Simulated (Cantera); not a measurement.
A perfectly stirred reactor is fed with C2H4 : O2 : N2 : H2O = 1 : 5.56 : 20.9 : 0.1 (molar parts), equivalence ratio 0.54, at 77000 Pa; it is adiabatic with a 350 K inlet, and is followed from long to short residence time, starting on the burning branch (τ in s: 0.26, 0.11, 0.045, 0.019, 0.0079, 0.0033, 0.0014, 0.00058, 0.00024, 0.0001, 4.3e-05, 1.8e-05).

Model: GRI-Mech 3.0 (53 species, 325 reactions), integrated in Cantera. GRI-Mech 3.0 was tuned for natural gas; its chemistry of ethylene as a main component is partial and can be far from experiment.

x: mole fraction; the columns are a selection and need not sum to one.

```json
[
 {"τ (s)": "0.26", "T (K)": "1716", "x C2H4": "3.67e-6", "x O2": "0.0927", "x OH": "0.000897", "x NO": "1.99e-5", "x O": "0.000160", "x HCN": "(withheld)"},
 {"τ (s)": "0.11", "T (K)": "1711", "x C2H4": "6.00e-6", "x O2": "0.0928", "x OH": "0.00117", "x NO": "1.70e-5", "x O": "0.000274", "x HCN": "(withheld)"},
 {"τ (s)": "0.045", "T (K)": "1704", "x C2H4": "9.85e-6", "x O2": "0.0928", "x OH": "0.00152", "x NO": "1.38e-5", "x O": "0.000480", "x HCN": "(withheld)"},
 {"τ (s)": "0.019", "T (K)": "1693", "x C2H4": "1.58e-5", "x O2": "0.0930", "x OH": "0.00193", "x NO": "1.09e-5", "x O": "0.000810", "x HCN": "(withheld)"},
 {"τ (s)": "0.0079", "T (K)": "1674", "x C2H4": "2.57e-5", "x O2": "0.0933", "x OH": "0.00241", "x NO": "8.74e-6", "x O": "0.00134", "x HCN": "(withheld)"},
 {"τ (s)": "0.0033", "T (K)": "1646", "x C2H4": "4.32e-5", "x O2": "0.0940", "x OH": "0.00287", "x NO": "7.54e-6", "x O": "0.00210", "x HCN": "(withheld)"},
 {"τ (s)": "0.0014", "T (K)": "1603", "x C2H4": "7.71e-5", "x O2": "0.0953", "x OH": "0.00321", "x NO": "6.61e-6", "x O": "0.00300", "x HCN": "(withheld)"},
 {"τ (s)": "0.00058", "T (K)": "1538", "x C2H4": "0.000162", "x O2": "0.0983", "x OH": "0.00326", "x NO": "4.88e-6", "x O": "0.00372", "x HCN": "(withheld)"},
 {"τ (s)": "0.00024", "T (K)": "1430", "x C2H4": "0.000518", "x O2": "0.106", "x OH": "0.00269", "x NO": "1.84e-6", "x O": "0.00295", "x HCN": "(withheld)"},
 {"τ (s)": "0.00010", "T (K)": "350", "x C2H4": "0.0363", "x O2": "0.202", "x OH": "<1e-12", "x NO": "<1e-12", "x O": "<1e-12", "x HCN": "<1e-12"},
 {"τ (s)": "4.3e-5", "T (K)": "350", "x C2H4": "0.0363", "x O2": "0.202", "x OH": "<1e-12", "x NO": "<1e-12", "x O": "<1e-12", "x HCN": "<1e-12"},
 {"τ (s)": "1.8e-5", "T (K)": "350", "x C2H4": "0.0363", "x O2": "0.202", "x OH": "<1e-12", "x NO": "<1e-12", "x O": "<1e-12", "x HCN": "<1e-12"}
]
```

### Question
What belongs in the gaps?

### Answer

- 0.26, x HCN: 2.15e-9
- 0.11, x HCN: 2.68e-9
- 0.045, x HCN: 3.19e-9
- 0.019, x HCN: 3.87e-9
- 0.0079, x HCN: 5.49e-9
- 0.0033, x HCN: 9.56e-9
- 0.0014, x HCN: 1.86e-8
- 0.00058, x HCN: 3.79e-8
- 0.00024, x HCN: 7.48e-8
